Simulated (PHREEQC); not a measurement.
Consider water at 70 °C with 0.061 mol/kgw Ba(NO3)2 and 0.00014 mol/kgw Ni(NO3)2. Closed to the air; pH follows from the charge balance.

Equilibrium calculation in PHREEQC: ion-association model, wateq4f.dat.

No solid was allowed to form.

Question: Estimate the pH.

Answer: pH 6.29.

Species that the database lacks are ignored. At this temperature some constants are extrapolated from 25 °C, and those without enthalpy data are left unchanged.
